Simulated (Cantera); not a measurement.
Premixed flame

A freely propagating, adiabatic, planar premixed flame of 32.1 % H2, 17.8 % O2, 50.1 % N2, equivalence ratio 0.90, unburnt at 675 K and 9.87 atm; mixture-averaged transport, grid criteria slope 0.08 and curve 0.16, no radiation.

Detailed kinetics in Cantera: the H2/O2 subset of GRI-Mech 3.0, which has no nitrogen chemistry. The hydrogen kinetics of GRI-Mech 3.0 are dated; newer H2 mechanisms differ, most at raised pressure. Burning velocities carry a grid error of a few per cent, more on coarse grids.

| z (mm) | T (K) | u (m/s) | x H2 | x O2 | x O | x HO2 | x H | x H2O2 |
|---|---|---|---|---|---|---|---|---|
| -0.0703 | 675 | 9.72 | 0.321 | 0.178 | <1e-8 | <1e-8 | <1e-8 | <1e-8 |
| -0.0469 | 675 | 9.72 | 0.321 | 0.178 | <1e-8 | 1.01e-8 | <1e-8 | <1e-8 |
| -0.0352 | 675 | 9.72 | 0.321 | 0.178 | <1e-8 | 8.65e-8 | <1e-8 | <1e-8 |
| -0.0234 | 676 | 9.71 | 0.319 | 0.179 | 6.41e-8 | 4.66e-6 | 1.01e-8 | 8.13e-8 |
| -0.0117 | 728 | 10.2 | 0.301 | 0.182 | 1.72e-5 | 0.000745 | 8.01e-5 | 2.16e-5 |
| -0.00586 | 1035 | 13.9 | 0.249 | 0.175 | 0.000556 | 0.00140 | 0.00329 | 0.000122 |
| 0 | 1544 | 20.1 | 0.158 | 0.133 | 0.00454 | 0.000738 | 0.0177 | 2.72e-5 |
| 0.00586 | 1914 | 24.6 | 0.0845 | 0.0803 | 0.00948 | 0.000347 | 0.0291 | 6.28e-6 |
| 0.0117 | 2120 | 27.0 | 0.0539 | 0.0534 | 0.0115 | 0.000177 | 0.0287 | 4.45e-6 |
| 0.0234 | 2330 | 29.4 | 0.0390 | 0.0390 | 0.0104 | 8.49e-5 | 0.0207 | 3.13e-6 |
| 0.0469 | 2520 | 31.4 | 0.0305 | 0.0330 | 0.00707 | 4.41e-5 | 0.0120 | 2.41e-6 |
| 0.0937 | 2664 | 32.9 | 0.0223 | 0.0290 | 0.00441 | 2.65e-5 | 0.00639 | 2.10e-6 |
| 0.187 | 2748 | 33.7 | 0.0164 | 0.0266 | 0.00301 | 2.04e-5 | 0.00371 | 2.08e-6 |
x: mole fraction of selected species; z is measured from the peak of heat release.

- laminar burning velocity = 972 cm/s
- thermal thickness = 0.0234 mm
- peak x(O) = 0.0116
- peak x(HO2) = 0.00156
- peak x(H) = 0.0299
- peak x(H2O2) = 0.000123
